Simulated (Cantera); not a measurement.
Cantera run, input and output.

```python
import numpy as np
import cantera as ct

gas = ct.Solution("gri30.yaml", transport_model="multicomponent")
show = ['OH', 'H2O', 'NO']

rows = []
print(f"{'T/K':>7s}{'rho':>11s}{'cp':>10s}{'mu':>11s}{'lambda':>11s}{'Pr':>7s}" + "".join(f"{'D_' + s:>11s}" for s in show))
for T in [400, 600, 800, 1000, 1200, 1400]:
    gas.TPX = T, 500000, {'C2H4': 0.17}
    Pr = gas.cp_mass * gas.viscosity / gas.thermal_conductivity
    D = [gas.mix_diff_coeffs_mole[gas.species_index(s)] for s in show]
    rows.append([gas.density, gas.cp_mass, gas.viscosity, gas.thermal_conductivity, Pr, *D])
    print(f"{T:7g}{gas.density:11.4e}{gas.cp_mass:10.1f}{gas.viscosity:11.4e}"
          f"{gas.thermal_conductivity:11.4e}{Pr:7.3f}" + "".join(f"{d:11.4e}" for d in D))
print("SI units: kg/m3, J/kg/K, Pa s, W/m/K, m2/s")
```

Result:

```
    T/K        rho        cp         mu     lambda     Pr       D_OH      D_H2O       D_NO
    400 4.2177e+00    1876.5 1.3349e-05 3.3468e-02  0.748 8.3560e-06 5.8401e-06 5.4338e-06
    600 2.8118e+00    2528.6 1.9101e-05 6.4386e-02  0.750 1.7031e-05 1.2884e-05 1.1143e-05
    800 2.1088e+00    2990.8 2.4066e-05 9.5982e-02  0.750 2.7887e-05 2.2111e-05 1.8301e-05
   1000 1.6871e+00    3354.1 2.8480e-05 1.2754e-01  0.749 4.0686e-05 3.3218e-05 2.6746e-05
   1200 1.4059e+00    3624.8 3.2491e-05 1.5751e-01  0.748 5.5270e-05 4.6005e-05 3.6371e-05
   1400 1.2050e+00    3836.1 3.6196e-05 1.8602e-01  0.746 7.1524e-05 6.0327e-05 4.7097e-05
SI units: kg/m3, J/kg/K, Pa s, W/m/K, m2/s
```

Computed with Cantera and GRI-Mech 3.0 (53 species, 325 reactions). The composition is frozen, though it would react at the higher temperatures.
